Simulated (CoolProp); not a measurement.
Vapour pressure (kPa) of fluorine: the reference equation beside estimates from Tc = -128.7 °C, pc = 5240 kPa, ω = 0.045. Clausius-Clapeyron is anchored at -156.35 °C with a constant enthalpy of vaporisation of 5.080 kJ/mol.

Model: reference Helmholtz-energy equation of state, de Reuck 1990, in CoolProp.

```
T (°C)   reference  Clausius-Clapeyron  Peng-Robinson
-------  ---------  ------------------  -------------
-159.15       1149                1196           1160
-156.35       1360                1360           1373
-153.45       1607                1544           1622
-150.55       1884                1742           1902
-147.75       2184                1947           2204
-144.85       2528                2174           2552
-142.05       2897                2406           2923
-139.15       3318                2662           3347
-136.35       3767                2922           3797
-133.45       4280                3206           4307
```

Absolute difference from the reference over all 10 rows, mean and median: Clausius-Clapeyron 12.5 and 12.4 %, Peng-Robinson 0.9 and 0.9 %.
